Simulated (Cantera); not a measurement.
Feed: 1 mol SiO2, 0.06 mol H2, held at 1400 K and 0.133 bar.

Method: chemical equilibrium by Gibbs-energy minimisation in Cantera with the NASA 1993 tables (ideal gas, pure condensed phases). Candidate condensed phases: H2O, Si, SiO2; 18 gas species. The tables hold silica as quartz up to 1696 K and as liquid above; real silica turns to tridymite and cristobalite and melts near 1996 K. Rates play no part.

Base state: H2 1.000, H2O 2.40e-5, SiO 2.40e-5, H 1.33e-5 (mole fractions); condensed: SiO2(β-quartz).

Task: What changes in the equilibrium state with this change: SiO2 replaced by TiC?

Result: 
```
species               before    after
-------------------  -------  -------
H2                     1.000    1.000
H                    1.33e-5  1.33e-5
H2O                  2.40e-5        0
SiO                  2.40e-5        0
SiO2(β-quartz), mol    1.000        0
TiC(s), mol                0     1.00
```
TiC: taken at fixed stoichiometry. Further candidate phases: C, C6H6, C7H8, C8H18, Ti, TiC.
